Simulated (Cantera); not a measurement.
## Moist CO burnout

An isothermal, constant-pressure homogeneous reactor starts with CO : O2 : H2O : N2 = 0.015 : 0.049 : 0.00081 : 1 (molar parts), equivalence ratio 0.15, at 1223 K and 4800 Torr.

Cantera simulation using GRI-Mech 3.0 (53 species, 325 reactions); the numbers are that mechanism's predictions, not measurements.

```
t (s)         x CO    x O2     x H2O     x NO2      x OH      x O
--------  --------  ------  --------  --------  --------  -------
3.00e-5     0.0141  0.0460  0.000761    <1e-12  8.99e-11  8.28e-9
7.83e-5     0.0141  0.0460  0.000761    <1e-12  3.05e-10  2.01e-8
0.000204    0.0141  0.0460  0.000761    <1e-12   1.06e-9  4.58e-8
0.000533    0.0141  0.0460  0.000761    <1e-12   4.61e-9  1.15e-7
0.00139     0.0141  0.0460  0.000760    <1e-12   4.38e-8  7.10e-7
0.00363     0.0138  0.0459  0.000756  4.37e-11   8.11e-7  7.81e-6
0.00949     0.0121  0.0451  0.000754   1.51e-9   9.45e-7  8.14e-6
0.0248     0.00868  0.0434  0.000757   1.31e-8   9.35e-7  6.87e-6
0.0646     0.00392  0.0411  0.000761   6.80e-8   8.67e-7  4.34e-6
0.169     0.000744  0.0396  0.000765   2.00e-7   7.07e-7  1.46e-6
0.440      3.40e-5  0.0393  0.000766   2.30e-7   5.38e-7  1.66e-7
1.15       1.91e-7  0.0392  0.000766   3.52e-8   3.04e-7  1.48e-8
3.00       1.21e-9  0.0393  0.000766   1.47e-8   1.58e-7  3.66e-9
```
x: mole fraction; the columns are a selection and need not sum to one.

Equilibrium at this temperature and pressure: CO 8.46e-10, O2 0.0392, H2O 0.000766, NO2 1.83e-6, OH 1.48e-7, O 3.18e-9 (gas phase only).
